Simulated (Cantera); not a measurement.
Input: 1 mol Si, 1.2 mol O₂, 2.6 mol H₂, at 13.3 mbar.

Method: chemical equilibrium by Gibbs-energy minimisation in Cantera with the NASA 1993 tables (ideal gas, pure condensed phases). Candidate condensed phases: H₂O, Si, SiO₂; 18 gas species. The tables hold silica as quartz up to 1696 K and as liquid above; real silica turns to tridymite and cristobalite and melts near 1996 K. Equilibrium is a limit: real reactors are often held back by kinetics, nucleation or transport.

### Question
Which condensed phases are stable at each of these points (T (K)): 1573, 1623, 1673, 1723, 1773, 1823, 1873, 1923, 1973, 2023?

### Answer
```
T (K)  condensed phases  Si condensed (%)
-----  ----------------  ----------------
1573     SiO₂(β-quartz)             100.0
1623     SiO₂(β-quartz)             100.0
1673     SiO₂(β-quartz)             100.0
1723    SiO₂(condensed)             100.0
1773    SiO₂(condensed)              99.9
1823    SiO₂(condensed)              99.6
1873    SiO₂(condensed)              99.1
1923    SiO₂(condensed)              97.9
1973    SiO₂(condensed)              95.5
2023            SiO₂(l)              91.1
```

From 1573 K to 1673 K the condensed part is SiO₂(β-quartz). From 1723 K to 1973 K the condensed part is SiO₂(condensed). At 2023 K the condensed part is SiO₂(l).
